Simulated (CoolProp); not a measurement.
Vapour-liquid equilibrium of CH2F2 (R32) (1) + R152A (2) at -41.55 °C; x and y are mole fractions of (1).

Values from CoolProp's multi-fluid Helmholtz-energy mixture model, Tillner-Roth 1997 and Outcalt 1996; pair parameters Bell 2016.

**Question.** Give the bubble pressure and the first vapour's composition at x = 0.05, 0.2, 0.575. Is there an azeotrope?

**Answer.** x = 0.05: 0.5005 bar, y = 0.170; x = 0.2: 0.6902 bar, y = 0.486; x = 0.575: 1.144 bar, y = 0.827. No azeotrope shows between x = 0.05 and 0.95.

Pair parameters are fitted to limited data, so mixtures are less certain than the pure fluids.
